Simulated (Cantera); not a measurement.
A freely propagating, adiabatic, planar premixed flame of 9.34 % CH4, 19.0 % O2, 71.6 % N2, unburnt at 550 K and 1.01 bar; multicomponent transport, grid criteria slope 0.08 and curve 0.16, no radiation.

Model: GRI-Mech 3.0 (53 species, 325 reactions), integrated in Cantera. Burning velocities carry a grid error of a few per cent, more on coarse grids.

x: mole fraction of selected species; z is measured from the peak of heat release.

```tsv
z (mm)	T (K)	u (m/s)	x CH4	x O2	x CO2	x H2	x CO	x CH2CO
-1.04	550	1.10	0.0933	0.190	9.37e-8	0.000750	1.76e-6	<1e-8
-0.695	551	1.10	0.0931	0.190	___	___	___	<1e-8
-0.521	557	1.11	0.0925	0.189	1.45e-5	0.00434	0.000142	4.65e-8
-0.348	___	1.22	0.0893	0.185	___	___	___	___
-0.174	973	1.98	0.0659	0.155	0.00362	0.0168	0.0131	2.46e-5
-0.0869	1384	2.85	0.0365	0.115	0.0108	0.0210	0.0310	9.32e-5
0	1773	3.68	0.00857	0.0664	0.0234	0.0213	0.0493	0.000109
0.0869	1932	4.01	0.000610	0.0384	0.0377	0.0165	0.0485	1.79e-5
0.174	1976	4.09	2.23e-5	0.0289	0.0485	0.0139	0.0399	8.23e-7
0.348	2027	4.17	3.74e-8	0.0238	0.0589	0.0133	0.0307	<1e-8
0.695	2092	4.28	<1e-8	0.0208	0.0646	0.0123	0.0257	<1e-8
1.39	2168	4.42	<1e-8	0.0180	0.0682	0.0103	0.0226	<1e-8
2.78	2242	4.55	<1e-8	0.0151	0.0723	0.00810	0.0189	<1e-8
```

Problem. Complete the blanks.

Solution. 
- -0.695, x CO2: 1.67e-6
- -0.695, x H2: 0.00226
- -0.695, x CO: 2.25e-5
- -0.348, T (K): 605
- -0.348, x CO2: 0.000198
- -0.348, x H2: 0.00873
- -0.348, x CO: 0.00126
- -0.348, x CH2CO: 8.22e-7
